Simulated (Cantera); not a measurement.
Charge: 1 mol HMDSO, 0.29 mol NO, held at 1400 K.

These are equilibrium values from Cantera (NASA tables, ideal gas, pure condensed phases), not measurements of a reactor. Candidate condensed phases: C, C6H6, C7H8, C8H18, H2O, Si, SiC, SiO2, Si2N2O, Si3N4; 151 gas species. The feed counts by its element totals alone. Mutual solubility and eutectic melting of coexisting phases are not modelled. The tables hold silica as quartz up to 1696 K and as liquid above; real silica turns to tridymite and cristobalite and melts near 1996 K. Rates play no part.

Q: Which condensed phases are stable at each of these points (P (Pa)): 5, 15, 45, 140, 410, 1200, 3700, 11000, 33000, 100000?

A: 
```
P (Pa)                                   condensed phases  Si condensed (%)
------  -------------------------------------------------  ----------------
5                                    C(graphite) + SiC(s)              99.9
15                                   C(graphite) + SiC(s)              99.9
45                                   C(graphite) + SiC(s)              99.9
140                                  C(graphite) + SiC(s)              99.9
410                                  C(graphite) + SiC(s)              99.9
1200                     C(graphite) + SiC(s) + Si2N2O(s)              99.9
3700    C(graphite) + SiC(s) + SiO2(β-quartz) + Si2N2O(s)              99.9
11000   C(graphite) + SiC(s) + SiO2(β-quartz) + Si2N2O(s)             100.0
33000   C(graphite) + SiC(s) + SiO2(β-quartz) + Si2N2O(s)             100.0
100000  C(graphite) + SiC(s) + SiO2(β-quartz) + Si2N2O(s)             100.0
```

From 5.00 Pa to 4.10 mbar the condensed part is C(graphite) + SiC(s). At 12.0 mbar the condensed part is C(graphite) + SiC(s) + Si2N2O(s). From 37.0 mbar to 1.00 bar the condensed part is C(graphite) + SiC(s) + SiO2(β-quartz) + Si2N2O(s).
